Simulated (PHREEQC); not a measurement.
# Acid mine or pickling water (model solution)

A made-up water analysis in mg/kgw, 20 °C, pH 3.1, pe 11.4:

```tsv
constituent	mg/kgw
Na	1900
K	50.5
Ca	75.3
Mg	47.6
Cl	85.9
S(6) as SO4	4640
Cu(2)	0.991
Li	0.258
Al	103
Zn	3.22
O(0) (dissolved oxygen)	3.39
```

Cl is adjusted to close the charge balance.
Valence states are taken as typed.

Computed with PHREEQC (ion-association model, wateq4f.dat).

Each row changes one thing in this solution. This is a speciation only: nothing precipitates in the calculation.

```tsv
case	ionic strength (mol/kgw)	Na+ (mol/kgw)	SO4-2 (mol/kgw)	NaSO4- (mol/kgw)	AlSO4+ (mol/kgw)	K+ (mol/kgw)	SI of Gypsum (CaSO4:2H2O)	SI of Gibbsite (Al(OH)3)
as made	0.127	0.0780	0.0360	0.00470	0.00252	0.00120	-0.75	-3.38
all concentrations times 3 at the same typed pH	0.349	0.223	0.0952	0.0249	0.00635	0.00342	-0.20	-3.29
temperature from 20 to 70 °C at the same typed pH	0.121	0.0775	0.0327	0.00516	0.00254	0.00113	-0.79	-1.08
```

At this temperature some constants are extrapolated from 25 °C, and those without enthalpy data are left unchanged.
